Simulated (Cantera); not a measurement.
Mixture: CH4 : O2 : N2 = 1 : 1.25 : 4.7 (molar parts), at 7500 Torr, adiabatic and at constant pressure. Ignition delay is the time to a rise of 400 K.

Model: GRI-Mech 3.0 (53 species, 325 reactions), integrated in Cantera.

**Question.** What does this change do: constant volume in place of constant pressure?

**Answer.** 
| quantity | before | after |
|---|---|---|
| delay at 1275 K | 2.48 ms | 2.32 ms |
| delay at 1425 K | 0.489 ms | 0.449 ms |
| delay at 1575 K | 0.114 ms | 0.104 ms |
| delay at 1725 K | 31.3 µs | 28.5 µs |
| apparent activation energy between 1650 and 1800 K | 200 kJ/mol | 200 kJ/mol |
